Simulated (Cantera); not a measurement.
Charge: 1 mol SiCl4, 3.1 mol HCl, 11 mol H2, at 1050 K and 1.30 bar.

These are equilibrium values from Cantera (NASA tables, ideal gas, pure condensed phases), not measurements of a reactor. Candidate condensed phases: Si; 19 gas species. The tables' values for SiCl3 are old estimates; treat these amounts as uncertain. Equilibrium is a limit: real reactors are often held back by kinetics, nucleation or transport.

Base state: H2 0.726, HCl 0.208, SiCl4 0.0638, SiHCl3 0.00232, SiCl3 7.65e-5 (mole fractions); condensed: gas only.

### Question
What changes in the equilibrium state with this change: temperature from 1050 K to 675 K?

### Answer
```csv
species,before,after
H2,0.726,0.728
HCl,0.208,0.205
SiCl4,0.0638,0.0662
SiCl3,7.65e-5,1.10e-9
SiHCl3,0.00232,3.08e-5
```

### Question
What changes in the equilibrium state with this change: temperature from 1050 K to 875 K?

### Answer
| species | before | after |
|---|---|---|
| H2 | 0.726 | 0.728 |
| HCl | 0.208 | 0.206 |
| SiCl4 | 0.0638 | 0.0657 |
| SiCl3 | 7.65e-5 | 1.44e-6 |
| SiHCl3 | 0.00232 | 0.000509 |

### Question
What changes in the equilibrium state with this change: temperature from 1050 K to 823 K?

### Answer
| species | before | after |
|---|---|---|
| H2 | 0.726 | 0.728 |
| HCl | 0.208 | 0.206 |
| SiCl4 | 0.0638 | 0.0659 |
| SiCl3 | 7.65e-5 | 3.15e-7 |
| SiHCl3 | 0.00232 | 0.000282 |
